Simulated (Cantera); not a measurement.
Feed: 1 mol SiCl4, 0.59 mol NH3, 5.8 mol H2, at 0.0630 bar.

These are equilibrium values from Cantera (NASA tables, ideal gas, pure condensed phases), not measurements of a reactor. Candidate condensed phases: NH4Cl, Si, Si3N4; 28 gas species. The tables' values for SiCl3 are old estimates; treat these amounts as uncertain. Equilibrium is a limit: real reactors are often held back by kinetics, nucleation or transport. All values below are at 1573 K.

Base state: H2 0.637, HCl 0.244, SiCl2 0.0822, N2 0.0222, SiCl3 0.0100, SiCl4 0.00322, SiHCl3 0.00112, H 0.000129 (mole fractions); condensed: Si3N4(s).

Question: What changes in the equilibrium state with this change: 0.36 mol N2 added?

Answer: 
```json
[
 {"species": "H2", "before": "0.637", "after": "0.601"},
 {"species": "HCl", "before": "0.244", "after": "0.272"},
 {"species": "SiCl2", "before": "0.0822", "after": "0.0634"},
 {"species": "N2", "before": "0.0222", "after": "0.0498"},
 {"species": "SiCl3", "before": "0.0100", "after": "0.00889"},
 {"species": "SiH2Cl2", "before": "6.38e-5", "after": "4.65e-5"},
 {"species": "SiHCl3", "before": "0.00112", "after": "0.000961"},
 {"species": "Cl", "before": "3.93e-5", "after": "4.52e-5"},
 {"species": "H", "before": "0.000129", "after": "0.000126"},
 {"species": "Si3N4(s), mol", "before": "0.0498", "after": "0.102"}
]
```
